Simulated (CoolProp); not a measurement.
A simple Rankine cycle with isobutane: condensing at 301.15 K, boiler at 1.06 MPa, turbine inlet 356.8 K, turbine efficiency 0.65, pump efficiency 0.8, no recuperator. Each further row changes one setting.

Computed with CoolProp (reference Helmholtz-energy equation of state, Bücker 2006).

```
case                             thermal efficiency (%)  net work (kJ/kg)  heat in (kJ/kg)  turbine exit temperature (K)  volume ratio over the turbine
-------------------------------  ----------------------  ----------------  ---------------  ----------------------------  -----------------------------
as stated                                           6.5              26.7              409                         331.8                           2.91
turbine inlet 376.8 K                               6.4              29.2              454                         353.3                           2.86
condensing temperature 293.15 K                     7.7        (withheld)              429                    (withheld)                           3.68
boiler pressure 0.742 MPa                           4.4              18.6              421                         341.8                           1.97
turbine efficiency 0.55                             5.5        (withheld)              409                    (withheld)                     (withheld)
```

Question: Complete the blanks.

Answer: 
- condensing temperature 293.15 K, net work (kJ/kg): 33.0
- condensing temperature 293.15 K, turbine exit temperature (K): 327.0
- turbine efficiency 0.55, net work (kJ/kg): 22.3
- turbine efficiency 0.55, turbine exit temperature (K): 334.1
- turbine efficiency 0.55, volume ratio over the turbine: 2.93
